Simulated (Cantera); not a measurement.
**Thermodynamics of silicon carbide growth, feed SiH₄ + C₂H₄ + H₂ + HCl**

Input: 1 mol SiH₄, a varied amount of C₂H₄, 450 mol H₂, 3.4 mol HCl, at 950 K and 0.830 bar.

Cantera equilibrium calculation (NASA polynomials, part measured and part estimated; ideal gas, pure solids and liquids). Candidate condensed phases: C, C₆H₆, C₇H₈, C₈H₁₈, Si, SiC; 109 gas species. The numbers say what is thermodynamically allowed, not how fast it happens.

| n(C₂H₄) (mol) | log p H₂ | log p HCl | log p CH₄ | log p SiHCl₃ | log p SiCl₄ | n Si(s) | n SiC(s) |
|---|---|---|---|---|---|---|---|
| 0.1 | -0.08 | -2.76 | -4.55 | -3.08 | -3.41 | 0.0344 | 0.185 |
| 0.12 | -0.08 | -2.75 | -4.53 | -3.08 | -3.41 | 0 | 0.224 |
| 0.15 | -0.08 | -2.70 | -4.34 | -3.12 | -3.40 | 0 | 0.275 |
| 0.18 | -0.08 | -2.65 | -4.16 | -3.16 | -3.39 | 0 | 0.322 |
| 0.21 | -0.08 | -2.61 | -4.01 | -3.20 | -3.39 | 0 | 0.366 |
| 0.25 | -0.08 | -2.57 | -3.82 | -3.25 | -3.39 | 0 | 0.417 |
| 0.3 | -0.08 | -2.52 | -3.63 | -3.30 | -3.41 | 0 | 0.472 |
| 0.36 | -0.08 | -2.48 | -3.45 | -3.36 | -3.43 | 0 | 0.525 |
| 0.44 | -0.08 | -2.44 | -3.26 | -3.43 | -3.46 | 0 | 0.580 |
| 0.52 | -0.08 | -2.42 | -3.12 | -3.49 | -3.48 | 0 | 0.623 |
| 0.63 | -0.08 | -2.39 | -2.97 | -3.56 | -3.52 | 0 | 0.667 |
log p: log10 of the partial pressure in bar; n: condensed amount in mol.

At 0.1 mol C₂H₄ the condensed part is Si(s) + SiC(s). From 0.12 mol C₂H₄ to 0.63 mol C₂H₄ the condensed part is SiC(s). The main Si-bearing gas is SiHCl₃ at 0.1 mol C₂H₄ and SiCl₄ at 0.63 mol C₂H₄. The share of Si in condensed phases is highest at 0.63 mol C₂H₄ (66.7 %) and lowest at 0.1 mol C₂H₄ (21.9 %).
